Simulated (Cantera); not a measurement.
# NO annealing gas

An isothermal, constant-pressure homogeneous reactor starts with 68.0 % NO, 32.0 % N2, at 1900 K and 65.3 Torr.

Cantera simulation using GRI-Mech 3.0 (53 species, 325 reactions); the numbers are that mechanism's predictions, not measurements.

```tsv
t (s)	x NO	x N2	x N2O	x NO2	x O2
0.000100	0.680	0.320	2.17e-6	5.54e-8	5.86e-9
0.000363	0.680	0.320	7.76e-6	6.66e-7	7.54e-8
0.00132	0.680	0.320	2.68e-5	6.60e-6	1.04e-6
0.00479	0.680	0.320	8.10e-5	3.78e-5	1.99e-5
0.0174	0.679	0.320	0.000163	7.06e-5	0.000276
0.0632	0.677	0.321	0.000185	7.83e-5	0.00152
0.230	0.668	0.326	0.000178	9.43e-5	0.00611
0.835	0.634	0.343	0.000155	0.000135	0.0229
3.03	0.519	0.400	9.65e-5	0.000194	0.0804
11.0	0.247	0.536	2.00e-5	0.000151	0.216
40.0	0.0358	0.642	4.81e-7	2.68e-5	0.322
```
x: mole fraction; the columns are a selection and need not sum to one.

Equilibrium at this temperature and pressure: NO 0.00665, N2 0.656, N2O 1.02e-7, NO2 5.10e-6, O2 0.336 (gas phase only).
